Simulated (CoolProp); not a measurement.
Vapour-liquid equilibrium of R143a (1) + R152A (2) at 256.8 K; x and y are mole fractions of (1).

Model: multi-fluid Helmholtz-energy mixture model, Lemmon and Jacobsen 2000 and Outcalt 1996; pair parameters Bell 2016, in CoolProp.

Question: Give the bubble pressure and the first vapour's composition at x = 0.05, 0.5, 0.65. Is there an azeotrope?

Answer: x = 0.05: 155.5 kPa, y = 0.135; x = 0.5: 262.3 kPa, y = 0.700; x = 0.65: 292.3 kPa, y = 0.802. No azeotrope shows between x = 0.05 and 0.95.

The pair parameters rest on a limited set of measurements; away from them the model extrapolates.
